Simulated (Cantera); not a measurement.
Input: 1 mol CO₂, 7.4 mol H₂, 0.71 mol O₂, at 2998.15 K and 2.90 mbar.

Cantera equilibrium calculation (NASA polynomials, part measured and part estimated; ideal gas, pure solids and liquids). Kinetics and transport are ignored.

| species | before | after |
|---|---|---|
| H | 0.735 | 0.539 |
| H₂ | 0.0636 | 0.212 |
| CO | 0.0594 | 0.0728 |
| H₂O | 0.00432 | 0.0527 |
| OH | 0.0166 | 0.0444 |
| O | 0.117 | 0.0691 |
| CO₂ | 0.000545 | 0.00244 |
| O₂ | 0.00316 | 0.00678 |
Gas species are given as mole fractions.

Q: Name the change that produced these shifts.
A. temperature from 2998.15 K to 1950 K
B. temperature from 2998.15 K to 973 K
C. H₂ from 7.4 to 0.22 mol
D. pressure from 2.90 mbar to 18.0 mbar

A: D, pressure from 2.90 mbar to 18.0 mbar
